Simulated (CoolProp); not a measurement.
R152A at 298.15 K and 1.6 MPa flows at 6 m/s in a round tube of 12.7 mm bore and 45 µm roughness, fully developed (64/Re and Nu = 3.66 if laminar; Colebrook and Gnielinski if turbulent). Each further row changes one setting.

Values from CoolProp's reference Helmholtz-energy equation of state, Outcalt 1996. It is a modified Benedict-Webb-Rubin equation, recast in Helmholtz form.

| case | Reynolds number | Darcy friction factor | pressure drop (Pa/m) | heat-transfer coefficient (W/(m² K)) | mass flow (kg/h) |
|---|---|---|---|---|---|
| as stated | 419000 | 0.0277 | 35500 | 19000 | 2470 |
| velocity 12 m/s | 839000 | 0.0276 | 141000 | 37800 | 4940 |
| diameter 25.4 mm | 839000 | 0.0229 | 14700 | 16400 | 9890 |

Viscosity comes from a separate model (Bell 2016), an estimate that may be off by 10 % or more. Thermal conductivity comes from a separate model (Krauss 1996).
